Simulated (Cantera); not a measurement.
A perfectly stirred reactor is fed with C₂H₆ : N₂ = 1 : 2.2 (molar parts), at 39000 Pa; it is held at 1598 K, and followed from long to short residence time.

Model: GRI-Mech 3.0 (53 species, 325 reactions), integrated in Cantera. GRI-Mech 3.0 stops at C3 and has no aromatics, soot or wall deposition, so with more carbon than oxygen in the feed, carbon stays in small species such as C2H2 where larger ones or solid carbon would form.

Predict: x(C₂H₆) at τ = 3.60 s; x(HCN) at τ = 3.60 s; x(H) at τ = 3.60 s; x(H₂) at τ = 3.60 s; x(C₂H₄) at τ = 3.60 s; x(C₂H₆) at τ = 0.100 s; x(HCN) at τ = 0.100 s; x(H) at τ = 0.100 s; x(H₂) at τ = 0.100 s; x(C₂H₄) at τ = 0.100 s.


* **x(C₂H₆) at τ = 3.60 s**: 2.30e-5
* **x(HCN) at τ = 3.60 s**: 2.19e-7
* **x(H) at τ = 3.60 s**: 5.87e-5
* **x(H₂) at τ = 3.60 s**: 0.350
* **x(C₂H₄) at τ = 3.60 s**: 0.00293
* **x(C₂H₆) at τ = 0.100 s**: 0.000454
* **x(HCN) at τ = 0.100 s**: 1.17e-7
* **x(H) at τ = 0.100 s**: 0.000109
* **x(H₂) at τ = 0.100 s**: 0.314
* **x(C₂H₄) at τ = 0.100 s**: 0.00526
